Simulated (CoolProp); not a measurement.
Vapour-liquid equilibrium of R114 (1) + n-hexane (2) at 7.15 °C; x and y are mole fractions of (1).

Computed with CoolProp (multi-fluid Helmholtz-energy mixture model, Platzer 1990 and Thol 2019; pair parameters Bell 2016). This equation is an older, rougher fit; its heat capacities, sound speeds and derivatives of the liquid may be far off and weren't checked against measurements.

```csv
x,"bubble pressure, mixture model (kPa)","bubble pressure, Raoult's law (kPa)","y, mixture model","y, Raoult's law"
0.05,___,14.11,0.550,0.411
0.2,42.68,30.17,___,0.768
0.35,60.37,46.23,0.894,0.877
0.5,74.14,62.29,0.927,0.930
0.65,86.07,78.35,0.949,0.961
0.8,97.86,94.41,___,0.981
0.95,110.9,110.5,0.992,0.996
```

Question: Some entries are withheld; supply them.

Answer: 
- 0.05, bubble pressure, mixture model (kPa): 18.63
- 0.2, y, mixture model: 0.828
- 0.8, y, mixture model: 0.970

The largest gap from Raoult's law is +41.5 % in bubble pressure, at x = 0.2. No azeotrope shows between x = 0.05 and 0.95.

Pair parameters are fitted to limited data, so mixtures are less certain than the pure fluids.
